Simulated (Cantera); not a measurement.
A freely propagating, adiabatic, planar premixed flame of CH₄ : O₂ : N₂ = 1 : 2 : 7.52 (molar parts), equivalence ratio 1.0, unburnt at 473 K and 713 Torr; mixture-averaged transport, grid criteria slope 0.08 and curve 0.16, no radiation.

Computed with Cantera and GRI-Mech 3.0 (53 species, 325 reactions). Burning velocities carry a grid error of a few per cent, more on coarse grids.

x: mole fraction of selected species; z is measured from the peak of heat release.

```tsv
z (mm)	T (K)	u (m/s)	x CH₄	x O₂	x HO₂	x CH₂CO	x H₂	x NO₂
-1.16	473	0.847	0.0950	0.190	(withheld)	<1e-8	0.000703	<1e-8
-0.770	474	0.850	0.0947	0.190	(withheld)	<1e-8	0.00226	<1e-8
-0.578	480	0.863	0.0941	0.189	(withheld)	3.50e-8	0.00433	<1e-8
-0.385	533	0.962	0.0904	0.185	(withheld)	7.38e-7	0.00891	6.39e-8
-0.193	930	1.71	0.0653	0.153	(withheld)	2.26e-5	0.0170	8.37e-8
-0.0963	1358	2.52	0.0359	0.111	(withheld)	8.65e-5	0.0211	2.66e-8
0	1752	3.27	0.00839	0.0626	(withheld)	0.000101	0.0215	<1e-8
0.0963	1909	3.56	0.000585	0.0350	(withheld)	1.58e-5	0.0168	<1e-8
0.193	1953	3.63	2.05e-5	0.0257	(withheld)	6.53e-7	0.0143	<1e-8
0.385	2004	3.70	3.23e-8	0.0208	(withheld)	<1e-8	0.0136	<1e-8
0.770	2067	3.80	<1e-8	0.0180	(withheld)	<1e-8	0.0127	<1e-8
1.54	2141	3.92	<1e-8	0.0152	(withheld)	<1e-8	0.0107	<1e-8
3.08	2211	4.03	<1e-8	0.0124	(withheld)	<1e-8	0.00853	1.01e-8
```

Q: Some entries are withheld; supply them.

A: 
- -1.16, x HO₂: 4.82e-8
- -0.770, x HO₂: 6.86e-7
- -0.578, x HO₂: 3.82e-6
- -0.385, x HO₂: 3.57e-5
- -0.193, x HO₂: 0.000139
- -0.0963, x HO₂: 0.000169
- 0, x HO₂: 0.000103
- 0.0963, x HO₂: 1.70e-5
- 0.193, x HO₂: 7.11e-6
- 0.385, x HO₂: 5.28e-6
- 0.770, x HO₂: 4.00e-6
- 1.54, x HO₂: 2.79e-6
- 3.08, x HO₂: 1.87e-6
